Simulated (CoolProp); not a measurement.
CF4 (R14) at 150.06 K and 0.0909 MPa is throttled through a valve to 0.0119 MPa with no heat exchange. Each further row changes one setting.

Model: reference Helmholtz-energy equation of state, Platzer 1990, in CoolProp. This equation is an older, rougher fit.

| case | temperature change (K) | final density (kg/m³) |
|---|---|---|
| as stated | … | … |
| outlet pressure 0.00357 MPa | … | … |
| outlet pressure 0.0155 MPa | -2.0 | 1.11 |

Question: What belongs in the gaps?

Answer: 
- as stated, temperature change (K): -2.1
- as stated, final density (kg/m³): 0.855
- outlet pressure 0.00357 MPa, temperature change (K): -2.4
- outlet pressure 0.00357 MPa, final density (kg/m³): 0.256
